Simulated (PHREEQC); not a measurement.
## Phosphoric acid bath: speciation

Dissolve 0.24 mol/kgw KH2PO4 at 50 °C. Closed to the air; pH follows from the charge balance.

The numbers come from PHREEQC with the ion-association model, phreeqc.dat.

```yaml
pH: 4.40
ionic_strength: 0.241 mol/kgw
activity_of_water: 0.992
specific_conductance: 31600 µS/cm
density: 1.010 g/cm³
```

```csv
species,molality,activity,log γ
K+,0.240,0.165,-0.163
H2PO4-,0.237,0.172,-0.139
H3PO4,0.00125,0.00132,0.024
HPO4-2,0.00116,0.000308,-0.578
KHPO4-,0.000136,9.88e-5,-0.139
H+,5.05e-5,3.96e-5,-0.106
OH-,2.02e-9,1.37e-9,-0.167
```

Precipitation was switched off in this run. Complexes and solids missing from the database can't appear. Constants without temperature data keep their 25 °C values here.
